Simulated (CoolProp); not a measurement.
Vapour-liquid equilibrium of benzene (1) + n-nonane (2) at 1.47 bar; x and y are mole fractions of (1).

Computed with CoolProp (multi-fluid Helmholtz-energy mixture model, Thol 2012 and Lemmon 2006; pair parameters Bell 2016).

```tsv
x	bubble temperature (K)	y at the bubble point	dew temperature at overall composition x (K)	liquid density (mol/L)
0.05	427.3	0.269	436.6	4.843
0.125	414.1	0.518	433.6	5.137
0.2	404.3	0.659	430.4	5.428
0.275	397.0	0.746	427.0	5.723
0.35	?	0.803	423.4	6.032
0.425	386.9	?	419.5	6.359
0.5	383.1	0.875	415.2	6.712
0.575	379.9	0.900	410.4	?
0.65	377.0	0.922	405.0	7.517
0.725	374.4	0.940	398.9	7.983
0.8	371.9	0.958	?	8.502
0.875	369.6	0.974	383.2	9.084
0.95	367.3	0.990	373.0	9.743
```

Q: Some entries are withheld; supply them.

A: 
- 0.35, bubble temperature (K): 391.4
- 0.425, y at the bubble point: 0.844
- 0.575, liquid density (mol/L): 7.096
- 0.8, dew temperature at overall composition x (K): 391.7

No azeotrope shows between x = 0.05 and 0.95.

The pair parameters rest on a limited set of measurements; away from them the model extrapolates.
